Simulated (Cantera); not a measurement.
Equilibrium for carbon deposition, reforming and gasification: C₂H₄ + H₂ + N₂

Feed: 1 mol C₂H₄, 84 mol H₂, 0.24 mol N₂, held at 0.000310 bar.

Cantera equilibrium calculation (NASA polynomials, part measured and part estimated; ideal gas, pure solids and liquids). Candidate condensed phases: C, C₆H₆, C₇H₈, C₈H₁₈; 92 gas species. Rates play no part.

From 1725 °C to 2175 °C the condensed part is C(graphite). From 2250 °C to 2700 °C nothing is condensed. The main C-bearing gas is C₂H₂ (acetylene) at 1725 °C and C at 2700 °C.

```
T (°C)  log p H  log p H₂  log p C  log p C₂H₂ (acetylene)  n C(graphite)
------  -------  --------  -------  ----------------------  -------------
1725      -4.57     -3.55   -10.54                   -6.67           1.81
1800      -4.37     -3.58    -9.86                   -6.49           1.72
1875      -4.19     -3.61    -9.23                   -6.33           1.60
1950      -4.03     -3.67    -8.64                   -6.21           1.45
2025      -3.89     -3.75    -8.09                   -6.11           1.27
2100      -3.78     -3.85    -7.58                   -6.06           1.04
2175      -3.69     -3.98    -7.10                   -6.04          0.640
2250      -3.63     -4.14    -6.67                   -6.12              0
2325      -3.58     -4.33    -6.38                   -6.45              0
2400      -3.56     -4.53    -6.13                   -6.84              0
2475      -3.54     -4.74    -5.92                   -7.27              0
2550      -3.53     -4.95    -5.75                   -7.75              0
2625      -3.52     -5.16    -5.62                   -8.28              0
2700      -3.52     -5.36    -5.54                   -8.87              0
```
log p: log10 of the partial pressure in bar; n: condensed amount in mol.
